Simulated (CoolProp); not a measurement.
Vapour-liquid equilibrium of CH2F2 (R32) (1) + R143a (2) at 302.7 K; x and y are mole fractions of (1).

Values from CoolProp's multi-fluid Helmholtz-energy mixture model, Tillner-Roth 1997 and Lemmon and Jacobsen 2000; pair parameters Bell 2016.

```
x     bubble pressure, mixture model (bar)  bubble pressure, Raoult's law (bar)  y, mixture model  y, Raoult's law
----  ------------------------------------  -----------------------------------  ----------------  ---------------
0.05                                 14.63                                14.42             0.069            0.066
0.15                                 15.46                                14.91             0.195            0.192
0.25                                     …                                15.40             0.308            0.309
0.35                                     …                                15.88             0.410            0.420
0.45                                 17.48                                16.37             0.506            0.524
0.55                                     …                                16.86             0.596            0.622
0.65                                 18.39                                17.35             0.683            0.714
0.75                                 18.71                                17.83             0.770            0.801
0.85                                     …                                18.32             0.858            0.884
0.95                                 19.04                                18.81             0.951            0.962
```

Q: What belongs in the gaps?

A: 
- 0.25, bubble pressure, mixture model (bar): 16.22
- 0.35, bubble pressure, mixture model (bar): 16.89
- 0.55, bubble pressure, mixture model (bar): 17.98
- 0.85, bubble pressure, mixture model (bar): 18.93

The largest gap from Raoult's law is +6.8 % in bubble pressure, at x = 0.45. No azeotrope shows between x = 0.05 and 0.95.

Pair parameters are fitted to limited data, so mixtures are less certain than the pure fluids.
